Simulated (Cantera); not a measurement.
# SiCl4 + H2O + N2 + O2 (silicon oxide and oxynitride deposition)

Input: 1 mol SiCl4, 4.1 mol H2O, 130 mol N2, 28 mol O2, at 1600 K and 7.50 Torr.

Method: chemical equilibrium by Gibbs-energy minimisation in Cantera with the NASA 1993 tables (ideal gas, pure condensed phases). Candidate condensed phases: H2O, NH4Cl, Si, SiO2, Si2N2O, Si3N4; 47 gas species. The tables hold silica as quartz up to 1696 K and as liquid above; real silica turns to tridymite and cristobalite and melts near 1996 K. Rates play no part.

```
Property                              Value
--------------------------------  ---------
x(N2)                                 0.790
x(O2)                                 0.168
x(HCl)                               0.0191
x(H2O)                               0.0153
x(Cl)                               0.00521
x(NO)                               0.00173
x(OH)                              0.000207
x(O)                                5.95e-5
x(Cl2)                              2.25e-5
n(SiO2(β-quartz))                 1.000 mol
gas amount                        164.3 mol
log10 activity of Si(s) (absent)     -17.67
```
